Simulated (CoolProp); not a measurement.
Computed with CoolProp (reference Helmholtz-energy equation of state, Colonna 2008). It is a short technical equation, of lower accuracy than the large ones.

For dodecamethylcyclohexasiloxane (D6), give the phase and the density (kg/m³), Joule-Thomson coefficient (K/MPa), isothermal compressibility (1/MPa) at 351.5 K and 0.355 MPa; 576 K and 0.292 MPa.


- 351.5 K and 0.355 MPa: liquid; density 910, Joule-Thomson coefficient -0.376, isothermal compressibility 0.00356
- 576 K and 0.292 MPa: gas; density 34.5, Joule-Thomson coefficient 18.0, isothermal compressibility 4.54
